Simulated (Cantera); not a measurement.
A Cantera script and what it prints.

```python
import numpy as np
import cantera as ct

gas_names = """
    F F2 H HF H2 H2F2 H3F3 H4F4 H5F5 H6F6 H7F7 N NF NF2 NF3 NH NH2 NH3 N2 N2H2 N2H4 Si SiF SiF2 SiF3
    SiF4 SiH SiHF3 SiH2 SiH2F2 SiH3 SiH3F SiH4 SiN Si2 Si2N Si3
""".split()
cond_names = """
    Si(cr) Si(L) Si3N4(a)
""".split()


# ... load() reads the species with a 1 bar reference pressure and builds the phases ...
atoms = {
    'SiF4': {'Si': 1, 'F': 4},
    'N2': {'N': 2},
    'H2': {'H': 2},
    'NH3': {'N': 1, 'H': 3},
}
top_T = {'Si3N4(a)': 2400}  # K; cautious upper limits of use, not melting points


# ... equilibrate(T, P, feed) seeds the gas with the atoms and calls Mixture.equilibrate('TP', solver="vcs", rtol=1e-11, max_steps=5000) ...
results = []
feed = {'SiF4': 1, 'N2': 2.3, 'H2': 0.7, 'NH3': 0.76}  # mol
P = 7400  # Pa
for T in [723, 798, 873, 948, 1023, 1098, 1173]:
    mix = equilibrate(T, P, feed)
    results.append((T, P, feed, dict(zip(mix.species_names, mix.species_moles))))

top = {s: max(r[3][s] / sum(r[3][g] for g in gas_names) for r in results) for s in gas_names}
cols = sorted((s for s in top if top[s] > 0.001), key=lambda s: -top[s])[:8]
seen = [c for c in cond_names if any(r[3].get(c, 0) > 1e-12 for r in results)]
print("log10 of partial pressures in bar; condensed amounts in mol")
print(f"{'T/K':>10s}" + "".join(f"{s[:9]:>10s}" for s in cols + seen))
for T, P, feed, n in results:
    ng = sum(n[g] for g in gas_names)
    print(f"{T:10.4g}" + "".join(f"{np.log10(max(n[s] / ng * P / 1e5, 1e-99)):10.3f}" for s in cols)
          + "".join(f"{n.get(c, 0):10.4g}" for c in seen))
```

It prints:

```
log10 of partial pressures in bar; condensed amounts in mol
       T/K        N2        H2      SiF4        HF  Si3N4(a)
       723    -1.445    -1.608    -1.873    -5.740 6.906e-06
       798    -1.445    -1.608    -1.873    -5.279 1.962e-05
       873    -1.445    -1.608    -1.873    -4.898 4.629e-05
       948    -1.445    -1.608    -1.873    -4.579 9.432e-05
      1023    -1.445    -1.609    -1.874    -4.307 0.0001693
      1098    -1.445    -1.609    -1.874    -4.074 0.0002671
      1173    -1.445    -1.610    -1.876    -3.871 0.0003564
```

These are equilibrium values from Cantera (NASA tables, ideal gas, pure condensed phases), not measurements of a reactor. The tables' values for SiF3 are old estimates; treat these amounts as uncertain.
